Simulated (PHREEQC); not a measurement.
1 kg of water holding 0.3 mol KCl and 0.00091 mol CaSO4 is evaporated at 75 °C; the solids stay in contact with the brine. CO2 from the air is kept out. Only these solids could form: Arcanite, Gypsum, Anhydrite, Misenite, Portlandite, Sylvite, Syngenite.

Base run: PHREEQC, Pitzer model, pitzer.dat. Each further column changes one thing. The table gives water activity.

```json
[
 {"H2O removed (mol)": "0", "base": "0.990", "temperature from 75 to 25 °C": "0.990", "temperature from 75 to 5 °C": "0.990"},
 {"H2O removed (mol)": "24.69", "base": "0.983", "temperature from 75 to 25 °C": "0.983", "temperature from 75 to 5 °C": "0.983"},
 {"H2O removed (mol)": "38.4", "base": "0.969", "temperature from 75 to 25 °C": "0.969", "temperature from 75 to 5 °C": "0.969"},
 {"H2O removed (mol)": "46.01", "base": "0.943", "temperature from 75 to 25 °C": "0.944", "temperature from 75 to 5 °C": "0.945"},
 {"H2O removed (mol)": "50.23", "base": "0.896", "temperature from 75 to 25 °C": "0.898", "temperature from 75 to 5 °C": "0.901"},
 {"H2O removed (mol)": "52.58", "base": "0.809", "temperature from 75 to 25 °C": "0.843", "temperature from 75 to 5 °C": "0.878"},
 {"H2O removed (mol)": "53.88", "base": "0.776", "temperature from 75 to 25 °C": "0.842", "temperature from 75 to 5 °C": "0.877"},
 {"H2O removed (mol)": "54.6", "base": "0.776", "temperature from 75 to 25 °C": "0.841", "temperature from 75 to 5 °C": "0.877"},
 {"H2O removed (mol)": "55.01", "base": "0.776", "temperature from 75 to 25 °C": "0.840", "temperature from 75 to 5 °C": "0.876"},
 {"H2O removed (mol)": "55.23", "base": "0.775", "temperature from 75 to 25 °C": "0.840", "temperature from 75 to 5 °C": "0.876"}
]
```

Constants without temperature data keep their 25 °C values here.
